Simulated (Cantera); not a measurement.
**Equilibrium for silicon epitaxy and polysilicon growth: SiCl4 + H2 + HCl**

Charge: 1 mol SiCl4, 29 mol H2, a varied amount of HCl, equilibrated at 1325 K and 1330 Pa.

These are equilibrium values from Cantera (NASA tables, ideal gas, pure condensed phases), not measurements of a reactor. Candidate condensed phases: Si; 19 gas species. The tables' values for SiCl3 are old estimates; treat these amounts as uncertain. Equilibrium is a limit: real reactors are often held back by kinetics, nucleation or transport.

From 0.42 mol HCl to 1.1 mol HCl the condensed part is Si(s). From 1.3 mol HCl to 3.4 mol HCl nothing is condensed. The main Si-bearing gas is SiCl2 throughout.

```json
[
 {"n(HCl) (mol)": "0.42", "x H2": "0.889", "x HCl": "0.0847", "x SiCl2": "0.0221", "x SiCl3": "0.00206", "x SiCl4": "0.00104", "x SiHCl3": "0.000559", "n Si(s)": "0.191"},
 {"n(HCl) (mol)": "0.51", "x H2": "0.888", "x HCl": "0.0857", "x SiCl2": "0.0226", "x SiCl3": "0.00213", "x SiCl4": "0.00109", "x SiHCl3": "0.000579", "n Si(s)": "0.168"},
 {"n(HCl) (mol)": "0.62", "x H2": "0.886", "x HCl": "0.0868", "x SiCl2": "0.0233", "x SiCl3": "0.00222", "x SiCl4": "0.00115", "x SiHCl3": "0.000603", "n Si(s)": "0.139"},
 {"n(HCl) (mol)": "0.75", "x H2": "0.884", "x HCl": "0.0881", "x SiCl2": "0.0240", "x SiCl3": "0.00233", "x SiCl4": "0.00123", "x SiHCl3": "0.000632", "n Si(s)": "0.105"},
 {"n(HCl) (mol)": "0.9", "x H2": "0.881", "x HCl": "0.0895", "x SiCl2": "0.0249", "x SiCl3": "0.00246", "x SiCl4": "0.00132", "x SiHCl3": "0.000666", "n Si(s)": "0.0648"},
 {"n(HCl) (mol)": "1.1", "x H2": "0.878", "x HCl": "0.0914", "x SiCl2": "0.0261", "x SiCl3": "0.00263", "x SiCl4": "0.00145", "x SiHCl3": "0.000711", "n Si(s)": "0.0113"},
 {"n(HCl) (mol)": "1.3", "x H2": "0.873", "x HCl": "0.0959", "x SiCl2": "0.0259", "x SiCl3": "0.00276", "x SiCl4": "0.00159", "x SiHCl3": "0.000742", "n Si(s)": "0"},
 {"n(HCl) (mol)": "1.6", "x H2": "0.866", "x HCl": "0.104", "x SiCl2": "0.0252", "x SiCl3": "0.00291", "x SiCl4": "0.00182", "x SiHCl3": "0.000780", "n Si(s)": "0"},
 {"n(HCl) (mol)": "1.9", "x H2": "0.858", "x HCl": "0.111", "x SiCl2": "0.0246", "x SiCl3": "0.00305", "x SiCl4": "0.00206", "x SiHCl3": "0.000814", "n Si(s)": "0"},
 {"n(HCl) (mol)": "2.3", "x H2": "0.849", "x HCl": "0.121", "x SiCl2": "0.0237", "x SiCl3": "0.00322", "x SiCl4": "0.00238", "x SiHCl3": "0.000855", "n Si(s)": "0"},
 {"n(HCl) (mol)": "2.8", "x H2": "0.837", "x HCl": "0.133", "x SiCl2": "0.0226", "x SiCl3": "0.00340", "x SiCl4": "0.00278", "x SiHCl3": "0.000897", "n Si(s)": "0"},
 {"n(HCl) (mol)": "3.4", "x H2": "0.824", "x HCl": "0.147", "x SiCl2": "0.0214", "x SiCl3": "0.00359", "x SiCl4": "0.00327", "x SiHCl3": "0.000938", "n Si(s)": "0"}
]
```
x: gas mole fraction; n: condensed amount in mol.
